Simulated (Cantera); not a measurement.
Charge: 1 mol CH3OH, 0.71 mol H2, held at 698 K and 7.50 Torr.

Equilibrium computed with Cantera from the NASA thermochemical tables; the gas is ideal and each condensed phase is pure. Candidate condensed phases: C, C6H6, C7H8, C8H18, H2O; 110 gas species. The numbers say what is thermodynamically allowed, not how fast it happens.

Base state: H2 0.697, H2O 0.136, CO2 0.0802, CH4 0.0431, CO 0.0427 (mole fractions); condensed: C(graphite).

Task: What changes in the equilibrium state with this change: temperature from 698 K to 2450 K?

Result: 
```tsv
species	before	after
H2	0.697	0.596
CO	0.0427	0.249
H	<1e-9	0.155
H2O	0.136	2.57e-6
CH4	0.0431	9.22e-9
CO2	0.0802	1.77e-7
C(graphite), mol	0.511	0
```
